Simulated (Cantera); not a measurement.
Cantera run:

```python
import numpy as np
import cantera as ct

gas_names = """
    CL CL2 H HCL H2 N NH NH2 NH3 N2 N2H2 N2H4 Si SiCL SiCL2 SiCL3 SiCL4 SiH SiHCL3 SiH2 SiH2CL2 SiH3
    SiH3CL SiH4 SiN Si2 Si2N Si3
""".split()
cond_names = """
    NH4CL(a) NH4CL(b) Si(cr) Si(L) Si3N4(a)
""".split()


# ... load() reads the species with a 1 bar reference pressure and builds the phases ...
atoms = {
    'Si2H6': {'Si': 2, 'H': 6},
    'HCl': {'H': 1, 'CL': 1},
    'N2': {'N': 2},
}
top_T = {'Si3N4(a)': 2400}  # K; cautious upper limits of use, not melting points


# ... equilibrate(T, P, feed) seeds the gas with the atoms and calls Mixture.equilibrate('TP', solver="vcs", rtol=1e-11, max_steps=5000) ...
results = []
feed = {'Si2H6': 1, 'HCl': 0.018, 'N2': 130}  # mol
T = 1773.15  # K
for P in [100, 350, 1300, 4500, 16000, 56000, 200000]:
    mix = equilibrate(T, P, feed)
    results.append((T, P, feed, dict(zip(mix.species_names, mix.species_moles))))

top = {s: max(r[3][s] / sum(r[3][g] for g in gas_names) for r in results) for s in gas_names}
cols = sorted((s for s in top if top[s] > 1e-06), key=lambda s: -top[s])[:9]
seen = [c for c in cond_names if any(r[3].get(c, 0) > 1e-12 for r in results)]
print("log10 of partial pressures in bar; condensed amounts in mol")
print(f"{'P/Pa':>10s}" + "".join(f"{s[:9]:>10s}" for s in cols + seen))
for T, P, feed, n in results:
    ng = sum(n[g] for g in gas_names)
    print(f"{P:10.4g}" + "".join(f"{np.log10(max(n[s] / ng * P / 1e5, 1e-99)):10.3f}" for s in cols)
          + "".join(f"{n.get(c, 0):10.4g}" for c in seen))
```

Output:

```
log10 of partial pressures in bar; condensed amounts in mol
      P/Pa        N2        H2        Si         H       HCL      Si2N       SiN       SiH       Si2     Si(L)  Si3N4(a)
       100    -3.011    -4.661    -5.671    -5.876    -6.922    -7.276    -7.495    -7.910    -7.925      1.69         0
       350    -2.466    -4.110    -5.671    -5.600    -6.361    -7.003    -7.223    -7.634    -7.925     1.906         0
      1300    -1.896    -3.532    -5.905    -5.311    -5.768    -7.188    -7.172    -7.580    -8.395         0    0.6616
      4500    -1.357    -2.991    -6.265    -5.041    -5.219    -7.637    -7.262    -7.669    -9.114         0     0.666
   1.6e+04    -0.806    -2.439    -6.632    -4.765    -4.664    -8.096    -7.354    -7.761    -9.849         0    0.6666
   5.6e+04    -0.262    -1.895    -6.995    -4.493    -4.118    -8.550    -7.445    -7.851   -10.574         0    0.6666
     2e+05     0.291    -1.342    -7.364    -4.216    -3.564    -9.010    -7.537    -7.943   -11.311         0    0.6667
```

These are equilibrium values from Cantera (NASA tables, ideal gas, pure condensed phases), not measurements of a reactor. The feed counts by its element totals alone. The tables' values for SiN are old estimates; treat these amounts as uncertain.
